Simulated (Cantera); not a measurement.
An isothermal, constant-pressure homogeneous reactor starts with H₂ : O₂ = 0.059 : 1 (molar parts), at 900 K and 7.50 Torr.

Detailed kinetics in Cantera: GRI-Mech 3.0 (53 species, 325 reactions). Radical loss at walls, strong at low pressure, is not modelled. Below about 950 K walls govern HO2 and H2O2 in real vessels. The temperature is held fixed by assumption; the heat of reaction is taken as removed at once.

x: mole fraction; the columns are a selection and need not sum to one.

| t (s) | x H₂ | x O₂ | x H₂O | x OH | x HO₂ |
|---|---|---|---|---|---|
| 5.00e-5 | 0.0557 | 0.944 | <1e-12 | <1e-12 | <1e-12 |
| 0.000182 | 0.0557 | 0.944 | <1e-12 | <1e-12 | 3.34e-12 |
| 0.000660 | 0.0557 | 0.944 | 6.46e-12 | 3.65e-12 | 1.23e-11 |
| 0.00240 | 0.0557 | 0.944 | 2.70e-10 | 6.06e-11 | 5.15e-11 |
| 0.00871 | 0.0557 | 0.944 | 1.30e-6 | … | 3.50e-8 |
| 0.0316 | 0.00188 | 0.933 | 0.0516 | … | 8.15e-6 |
| 0.115 | 0.000107 | 0.942 | 0.0571 | … | 2.97e-6 |
| 0.417 | 9.51e-6 | 0.943 | 0.0573 | … | 6.45e-7 |
| 1.52 | 8.04e-7 | 0.943 | 0.0573 | … | 1.04e-7 |
| 5.51 | 5.42e-8 | 0.943 | 0.0573 | … | 1.71e-8 |
| 20.0 | 5.09e-9 | 0.943 | 0.0573 | … | 3.43e-9 |

Problem. Complete the blanks.

Solution. 
- 0.00871, x OH: 2.50e-7
- 0.0316, x OH: 0.00114
- 0.115, x OH: 0.000157
- 0.417, x OH: 4.00e-5
- 1.52, x OH: 1.28e-5
- 5.51, x OH: 4.78e-6
- 20.0, x OH: 2.05e-6
